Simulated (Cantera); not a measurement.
# Equilibrium for fluorocarbon and chlorocarbon gases: CH3Cl + CH4

Input: 1 mol CH3Cl, 0.038 mol CH4, equilibrated at 2298 K.

Equilibrium computed with Cantera from the NASA thermochemical tables; the gas is ideal and each condensed phase is pure. Candidate condensed phases: C, C6H6, C7H8, C8H18; 91 gas species. Equilibrium is a limit: real reactors are often held back by kinetics, nucleation or transport.

From 1.00e-5 bar to 1.00 bar the condensed part is C(graphite). The main C-bearing gas is C3 at 1.00e-5 bar and C2H2 (acetylene) at 1.00 bar.

```csv
P (Pa),x H,x H2,x HCl,x Cl,n C(graphite)
1,0.687,0.0515,0.0244,0.234,1.01
3.60,0.578,0.131,0.0693,0.220,1.03
13,0.416,0.246,0.152,0.185,1.03
46,0.264,0.349,0.250,0.136,1.03
170,0.151,0.423,0.338,0.0869,1.03
600,0.0843,0.465,0.397,0.0519,1.03
2200,0.0452,0.489,0.435,0.0289,1.03
7700,0.0244,0.501,0.456,0.0160,1.03
28000,0.0129,0.508,0.468,0.00856,1.03
100000,0.00685,0.512,0.474,0.00457,1.03
```
x: gas mole fraction; n: condensed amount in mol.
